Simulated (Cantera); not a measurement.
# Adiabatic ignition

An adiabatic, constant-pressure homogeneous reactor starts with C₃H₈ : O₂ : N₂ : H₂O = 1 : 6.85 : 25.8 : 1.4 (molar parts), equivalence ratio 0.73, at 1450 K and 4.93 atm.

Model: GRI-Mech 3.0 (53 species, 325 reactions), integrated in Cantera. GRI-Mech 3.0 was tuned for natural gas; its chemistry of propane as a main component is partial and can be far from experiment.

```csv
t (s),T (K),x C₃H₈,x O₂,x H₂O,x H₂O₂,x CO₂,x C₂H₂,x NO
1.00e-6,1449,0.0284,0.195,0.0399,2.71e-7,6.56e-9,5.90e-10,<1e-12
2.47e-6,1449,0.0283,0.195,0.0400,2.05e-6,1.13e-7,1.08e-8,<1e-12
6.12e-6,1447,0.0276,0.195,0.0402,6.24e-6,1.84e-6,2.28e-7,<1e-12
1.52e-5,1448,0.0253,0.194,0.0411,7.36e-6,1.18e-5,3.03e-6,2.58e-12
3.75e-5,1465,0.0173,0.187,0.0457,2.98e-5,7.39e-5,4.74e-5,3.00e-11
9.28e-5,2655,<1e-12,0.0538,0.136,6.65e-7,0.0692,<1e-12,0.000344
0.000230,2668,<1e-12,0.0528,0.137,6.97e-7,0.0704,<1e-12,0.00149
0.000569,2664,<1e-12,0.0517,0.137,6.85e-7,0.0705,<1e-12,0.00398
0.00141,2658,<1e-12,0.0496,0.137,6.64e-7,0.0706,<1e-12,0.00828
0.00348,2652,<1e-12,0.0477,0.138,6.45e-7,0.0707,<1e-12,0.0122
0.00862,2651,<1e-12,0.0473,0.138,6.41e-7,0.0707,<1e-12,0.0132
0.0213,2651,<1e-12,0.0473,0.138,6.41e-7,0.0707,<1e-12,0.0132
0.0528,2651,<1e-12,0.0473,0.138,6.41e-7,0.0707,<1e-12,0.0132
0.131,2651,<1e-12,0.0473,0.138,6.41e-7,0.0707,<1e-12,0.0132
0.323,2651,<1e-12,0.0473,0.138,6.41e-7,0.0707,<1e-12,0.0132
0.800,2651,<1e-12,0.0473,0.138,6.41e-7,0.0707,<1e-12,0.0132
```
x: mole fraction; the columns are a selection and need not sum to one.

```json
{
  "time_of_steepest_temperature_rise": "53.9 µs",
  "temperature at 0.800 s": "2651 K",
  "equilibrium_temperature": "2651 K",
  "x(C₃H₈) at 0.800 s": "<1e-12 (gas-phase equilibrium <1e-12)",
  "x(O₂) at 0.800 s": "0.0473 (gas-phase equilibrium 0.0473)",
  "x(H₂O) at 0.800 s": "0.138 (gas-phase equilibrium 0.138)"
}
```
